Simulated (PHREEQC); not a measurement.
A column of 1 m (30 cells, dispersivity 0.035 m, 3600 s a shift, diffusion coefficient 3e-10 m²/s) holds 0.11 eq of the database's cation exchanger X per kg of pore water, first in equilibrium with 0.0004 mol MgCl2 and 1e-05 mol HCl per kg of water. It is flushed with 0.00039 mol CuCl2, 0.00058 mol KBr, 0.064 mol SrCl2 and 1e-05 mol HCl per kg of water, at 25 °C. Values are for the last cell. The system is closed to CO2. Nothing may precipitate in this run.

The series has 31 steps of pore volumes, from 0 to 4.017.

Model: ion-association model, phreeqc.dat, run in PHREEQC.

Question: After how many pore volumes does Sr at the outlet first reach half of its feed value?

Answer: By 1.9 pore volumes.

Question: After how many pore volumes does Br at the outlet first reach half of its feed value?

Answer: By 1.1 pore volumes.

Question: After how many pore volumes does K at the outlet first reach half of its feed value?

Answer: By 1.8 pore volumes.

Species that the database lacks are ignored.
